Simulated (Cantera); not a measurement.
**Low-pressure radical oxidation in H2/O2**

An isothermal, constant-pressure homogeneous reactor starts with H2 : O2 : H2O = 0.02 : 1 : 0.0068 (molar parts), equivalence ratio 0.010, at 1175 K and 0.0263 atm.

Detailed kinetics in Cantera: GRI-Mech 3.0 (53 species, 325 reactions). Radical loss at walls, strong at low pressure, is not modelled.

| t (s) | x H2 | x O2 | x H2O | x H2O2 | x H | x O | x OH |
|---|---|---|---|---|---|---|---|
| 3.00e-6 | 0.0195 | 0.974 | 0.00662 | <1e-12 | 6.06e-11 | 3.86e-12 | 3.95e-12 |
| 2.32e-5 | 0.0195 | 0.974 | 0.00662 | <1e-12 | 3.35e-10 | 1.79e-10 | 1.72e-10 |
| 0.000180 | 0.0195 | 0.974 | 0.00662 | <1e-12 | 1.70e-9 | 5.42e-9 | 4.12e-9 |
| 0.00139 | 0.0194 | 0.974 | 0.00664 | 1.19e-10 | 3.64e-6 | 1.69e-5 | 1.12e-5 |
| 0.0108 | 0.000143 | 0.963 | 0.0250 | 9.36e-8 | 0.000927 | 0.00960 | 0.00128 |
| 0.0835 | 1.69e-5 | 0.972 | 0.0261 | 6.32e-8 | 3.70e-5 | 0.00112 | 0.000441 |
| 0.646 | 5.22e-7 | 0.974 | 0.0263 | 1.23e-8 | 2.13e-7 | 3.59e-5 | 7.94e-5 |
| 5.00 | 2.50e-8 | 0.974 | 0.0263 | 1.22e-9 | 2.35e-9 | 1.77e-6 | 1.77e-5 |
| 38.7 | 2.41e-9 | 0.974 | 0.0264 | 1.48e-10 | 7.22e-11 | 1.74e-7 | 5.54e-6 |
| 300 | 1.23e-9 | 0.974 | 0.0264 | 8.10e-11 | 2.65e-11 | 8.88e-8 | 3.96e-6 |
x: mole fraction; the columns are a selection and need not sum to one.

Equilibrium at this temperature and pressure: H2 1.23e-9, O2 0.974, H2O 0.0264, H2O2 8.09e-11, H 2.65e-11, O 8.88e-8, OH 3.96e-6 (gas phase only).
